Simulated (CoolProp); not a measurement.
The fluid at 293.15 K and 0.302 MPa is throttled through a valve to 0.204 MPa with no heat exchange. The same conditions are run with several fluids, on thermodynamics alone (safety and materials aside).

Computed with CoolProp (reference Helmholtz-energy equation of state of each fluid (dry air: Lemmon 2000; C2F6 (R116): Lemmon 2006; CF4 (R14): Platzer 1990; CH3F (R41): Lemmon 2006; R407C: Lemmon 2003)). The equations of Platzer and Polt are older, rougher fits. Blends and air are pseudo-pure fits.

Question: Rank dry air, C2F6 (R116), CF4 (R14), CH3F (R41), R407C by temperature change (K), highest first.

Answer: dry air (-0.2), CF4 (R14) (-0.6), C2F6 (R116) (-0.9), CH3F (R41) (-1.9), R407C (-2.2)

```json
[
 {"fluid": "dry air", "final density (kg/m³)": "2.43"},
 {"fluid": "C2F6 (R116)", "final density (kg/m³)": "11.9"},
 {"fluid": "CF4 (R14)", "final density (kg/m³)": "7.44"},
 {"fluid": "CH3F (R41)", "final density (kg/m³)": "2.92"},
 {"fluid": "R407C", "final density (kg/m³)": "7.54"}
]
```
